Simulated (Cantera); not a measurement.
**Pyrogenic steam for wet oxidation**

An isothermal, constant-pressure homogeneous reactor starts with 49.1 % H2, 30.7 % O2, 20.2 % N2, equivalence ratio 0.80, at 900 K and 0.355 atm.

Cantera simulation using GRI-Mech 3.0 (53 species, 325 reactions); the numbers are that mechanism's predictions, not measurements. Below about 950 K walls govern HO2 and H2O2 in real vessels. The temperature is held fixed by assumption; the heat of reaction is taken as removed at once.

```csv
t (s),x H2,x O2,x NO2,x OH,x N2O,x H2O,x NO
0.000600,0.491,0.307,<1e-12,2.52e-9,<1e-12,4.96e-7,<1e-12
0.00186,0.329,0.232,3.31e-9,6.78e-7,5.18e-10,0.214,1.23e-8
0.00579,0.329,0.232,1.44e-8,4.57e-9,5.19e-10,0.214,1.21e-9
0.0180,0.329,0.232,1.42e-8,4.72e-9,5.20e-10,0.214,1.41e-9
0.0558,0.329,0.232,1.40e-8,6.68e-9,5.23e-10,0.214,1.64e-9
0.173,0.327,0.231,1.33e-8,1.58e-8,5.39e-10,0.217,2.31e-9
0.538,0.312,0.224,1.25e-8,4.38e-8,6.40e-10,0.236,3.28e-9
1.67,0.250,0.196,1.32e-8,4.79e-8,1.05e-9,0.318,3.00e-9
5.19,0.121,0.137,1.47e-8,5.18e-8,2.31e-9,0.490,2.50e-9
16.1,0.00566,0.0839,1.73e-8,6.60e-8,5.68e-9,0.643,9.74e-10
50.0,0.000165,0.0814,1.82e-8,9.63e-9,6.60e-9,0.650,9.83e-11
```
x: mole fraction; the columns are a selection and need not sum to one.

Equilibrium at this temperature and pressure: H2 1.22e-11, O2 0.0813, NO2 1.46e-7, OH 3.42e-8, N2O 1.09e-10, H2O 0.650, NO 3.37e-6 (gas phase only).
